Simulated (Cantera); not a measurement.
Feed: 1 mol C2F6, 0.058 mol Si, at 3148 K and 0.200 bar.

Equilibrium computed with Cantera from the NASA thermochemical tables; the gas is ideal and each condensed phase is pure. Candidate condensed phases: C, Si, SiC; 23 gas species. The feed counts by its element totals alone. The tables' values for SiF3, SiF2 are old estimates; treat these amounts as uncertain. Gases not in the tables: C2F6 and larger saturated fluorocarbons. Equilibrium is a limit: real reactors are often held back by kinetics, nucleation or transport.

Base state: F 0.635, CF2 0.243, CF 0.0983, SiF4 0.0108, C3 0.00699, CF3 0.00232, SiF3 0.00154, C 0.000969 (mole fractions); condensed: C(graphite).

Q: What changes in the equilibrium state with this change: pressure from 0.200 bar to 0.133 bar?

A: 
```
species             before     after
----------------  --------  --------
F                    0.635     0.681
CF2                  0.243     0.187
CF                  0.0983     0.105
C3                 0.00699    0.0105
SiF4                0.0108   0.00970
CF4               0.000646  0.000254
CF3                0.00232   0.00128
SiF2               3.15e-5   5.54e-5
C5                0.000196  0.000294
C(graphite), mol     0.265     0.360
```
